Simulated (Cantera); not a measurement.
## Thermodynamics of silicon nitride deposition, feed SiH₄ + NH₃ + H₂

Feed: 1 mol SiH₄, 0.37 mol NH₃, 0.25 mol H₂, held at 0.000310 bar.

Method: chemical equilibrium by Gibbs-energy minimisation in Cantera with the NASA 1993 tables (ideal gas, pure condensed phases). Candidate condensed phases: Si, Si₃N₄; 18 gas species. Mutual solubility and eutectic melting of coexisting phases are not modelled. Equilibrium is a limit: real reactors are often held back by kinetics, nucleation or transport.

From 1073 K to 1423 K the condensed part is Si(s) + Si₃N₄(s). From 1473 K to 1623 K the condensed part is Si(s).

```
T (K)  log p H₂  log p N₂  log p H  log p Si  log p SiH  log p SiH₂  log p Si₂N  log p SiN  n Si(s)  n Si₃N₄(s)
-----  --------  --------  -------  --------  ---------  ----------  ----------  ---------  -------  ----------
1073      -3.51     -9.46    -9.61    -14.16     -14.34      -12.68        <-15       <-15    0.723      0.0925
1123      -3.51     -8.65    -9.13    -13.19     -13.54      -12.15        <-15       <-15    0.723      0.0925
1173      -3.51     -7.92    -8.68    -12.31     -12.81      -11.68      -15.43     -15.38    0.723      0.0924
1223      -3.51     -7.24    -8.28    -11.49     -12.13      -11.24      -14.38     -14.38    0.723      0.0922
1273      -3.51     -6.62    -7.90    -10.74     -11.51      -10.83      -13.42     -13.45    0.726      0.0914
1323      -3.51     -6.04    -7.55    -10.05     -10.94      -10.46      -12.52     -12.59    0.735      0.0884
1373      -3.51     -5.51    -7.23     -9.41     -10.41      -10.11      -11.70     -11.80    0.765      0.0785
1423      -3.52     -5.02    -6.94     -8.82      -9.93       -9.80      -10.93     -11.07    0.857      0.0478
1473      -3.54     -4.72    -6.67     -8.26      -9.47       -9.52      -10.30     -10.46    1.000           0
1523      -3.54     -4.72    -6.40     -7.74      -9.05       -9.23       -9.85     -10.04    1.000           0
1573      -3.54     -4.72    -6.16     -7.26      -8.65       -8.97       -9.43      -9.64    0.999           0
1623      -3.54     -4.72    -5.93     -6.81      -8.27       -8.73       -9.03      -9.27    0.998           0
```
log p: log10 of the partial pressure in bar; n: condensed amount in mol.
